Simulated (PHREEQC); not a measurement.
A solution holds 0.0025 mol/kgw HCl, 0.016 mol/kgw FeCl3 and 0.00017 mol/kgw KCl, at 25 °C. Closed to the air; pH follows from the charge balance.

Computed with PHREEQC (ion-association model, phreeqc.dat).

No solid was allowed to form.

Problem. Order these Cl species by the share of Cl that they hold, largest first: Cl-, FeCl2+, FeCl+2.

Solution. Cl- (92 %), FeCl+2 (6.7 %), FeCl2+ (1.1 %)

The pH is 2.14 and the ionic strength 0.0814 mol/kgw. Saturation is exceeded, for instance for Hematite (slow to form), Goethite (slow to form); the values hold only as long as no solid forms.
